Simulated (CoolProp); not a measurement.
Vapour pressure (MPa) of isohexane: the reference equation beside estimates from Tc = 497.7 K, pc = 3.043 MPa, ω = 0.280. Clausius-Clapeyron is anchored at 374.9 K with a constant enthalpy of vaporisation of 24.96 kJ/mol.

Model: reference Helmholtz-energy equation of state, Lemmon 2006, in CoolProp. It is a short technical equation, of lower accuracy than the large ones.

```json
[
 {"T (K)": "345.7", "reference": "0.1477", "Clausius-Clapeyron": "0.1637", "van der Waals": "0.5862"},
 {"T (K)": "360.3", "reference": "0.2220", "Clausius-Clapeyron": "0.2328", "van der Waals": "0.7224"},
 {"T (K)": "374.9", "reference": "0.3220", "Clausius-Clapeyron": "0.3220", "van der Waals": "0.8777"},
 {"T (K)": "389.6", "reference": "0.4539", "Clausius-Clapeyron": "0.4356", "van der Waals": "1.054"},
 {"T (K)": "404.2", "reference": "0.6215", "Clausius-Clapeyron": "0.5754", "van der Waals": "1.250"},
 {"T (K)": "418.8", "reference": "0.8315", "Clausius-Clapeyron": "0.7454", "van der Waals": "1.468"},
 {"T (K)": "433.5", "reference": "1.092", "Clausius-Clapeyron": "0.9505", "van der Waals": "1.709"},
 {"T (K)": "448.1", "reference": "1.408", "Clausius-Clapeyron": "1.191", "van der Waals": "1.972"},
 {"T (K)": "462.8", "reference": "1.791", "Clausius-Clapeyron": "1.473", "van der Waals": "2.260"}
]
```

Absolute difference from the reference over all 9 rows, mean and median: Clausius-Clapeyron 9.3 and 10.4 %, van der Waals 125.3 and 101.1 %.
